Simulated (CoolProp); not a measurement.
Vapour pressure (MPa) of hydrogen chloride: the reference equation beside estimates from Tc = 324.7 K, pc = 8.314 MPa, ω = 0.130. Clausius-Clapeyron is anchored at 230.1 K with a constant enthalpy of vaporisation of 14.27 kJ/mol.

Values from CoolProp's reference Helmholtz-energy equation of state, Thol 2018.

```tsv
T (K)	reference	Clausius-Clapeyron	van der Waals	Redlich-Kwong	Soave-Redlich-Kwong
195.2	0.1486	0.1807	0.7306	0.1739	0.1431
202.2	0.2114	0.2450	0.8924	0.2491	0.2057
209.2	0.2932	0.3254	1.077	0.3465	0.2877
216.2	0.3974	0.4245	1.285	0.4699	0.3929
223.1	0.5257	0.5426	1.515	0.6204	0.5232
230.1	0.6857	0.6857	1.774	0.8061	0.6865
237.1	0.8798	0.8546	2.061	1.029	0.8854
244.1	1.112	1.052	2.376	1.292	1.124
251.1	1.388	1.280	2.720	1.599	1.408
258	1.706	1.536	3.089	1.949	1.736
265	2.080	1.831	3.494	2.354	2.122
```

Absolute difference from the reference over all 11 rows, mean and median: Clausius-Clapeyron 8.8 and 7.8 %, van der Waals 185.8 and 158.7 %, Redlich-Kwong 16.6 and 17.0 %, Soave-Redlich-Kwong 1.5 and 1.4 %.
